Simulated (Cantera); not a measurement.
Reactions in the system K-O-S

Source: NASA polynomial tables (part measured, part estimated), evaluated in Cantera. Values are per mole of reaction as written; species without (g) are pure solids or liquids, kept so even where they would boil at 1 bar.

S + K2SO4 → 2 SO2(g) + 2 K

```tsv
T (K)	ΔH° (kJ)	ΔS° (J/K)	ΔG° (kJ)	log10 K	condensed phases
300	844.1	418.1	718.6	-125.12	S(s), K2SO4(s), K(s)
500	840.6	412.0	634.6	-66.30	S(l), K2SO4(s), K(l)
550	838.2	407.5	614.1	-58.32	S(l), K2SO4(s), K(l)
600	835.8	403.2	593.9	-51.70	S(l), K2SO4(s), K(l)
650	833.2	399.1	573.8	-46.11	S(l), K2SO4(s), K(l)
700	830.5	395.1	553.9	-41.34	S(l), K2SO4(s), K(l)
750	827.7	391.2	534.3	-37.21	S(l), K2SO4(s), K(l)
800	824.5	387.1	514.8	-33.61	S(l), K2SO4(s), K(l)
850	821.0	382.9	495.6	-30.45	S(l), K2SO4(s), K(l)
900	809.8	369.9	476.9	-27.68	S(l), K2SO4(s), K(l)
```

2 K2SO4 → 2 SO3(g) + O2(g) + 4 K(g)

```json
[
 {"T (K)": "300", "ΔH° (kJ)": "2439.9", "ΔS° (J/K)": "1008.7", "ΔG° (kJ)": "2137.3", "log10 K": "-372.13"},
 {"T (K)": "500", "ΔH° (kJ)": "2426.7", "ΔS° (J/K)": "975.6", "ΔG° (kJ)": "1938.9", "log10 K": "-202.55"},
 {"T (K)": "550", "ΔH° (kJ)": "2422.5", "ΔS° (J/K)": "967.6", "ΔG° (kJ)": "1890.3", "log10 K": "-179.52"},
 {"T (K)": "600", "ΔH° (kJ)": "2417.9", "ΔS° (J/K)": "959.6", "ΔG° (kJ)": "1842.1", "log10 K": "-160.37"},
 {"T (K)": "650", "ΔH° (kJ)": "2412.8", "ΔS° (J/K)": "951.6", "ΔG° (kJ)": "1794.3", "log10 K": "-144.19"},
 {"T (K)": "700", "ΔH° (kJ)": "2407.3", "ΔS° (J/K)": "943.4", "ΔG° (kJ)": "1747.0", "log10 K": "-130.36"},
 {"T (K)": "750", "ΔH° (kJ)": "2401.3", "ΔS° (J/K)": "935.1", "ΔG° (kJ)": "1700.0", "log10 K": "-118.39"},
 {"T (K)": "800", "ΔH° (kJ)": "2394.8", "ΔS° (J/K)": "926.6", "ΔG° (kJ)": "1653.4", "log10 K": "-107.96"},
 {"T (K)": "850", "ΔH° (kJ)": "2387.6", "ΔS° (J/K)": "918.0", "ΔG° (kJ)": "1607.3", "log10 K": "-98.77"},
 {"T (K)": "900", "ΔH° (kJ)": "2365.1", "ΔS° (J/K)": "891.9", "ΔG° (kJ)": "1562.4", "log10 K": "-90.68"}
]
```
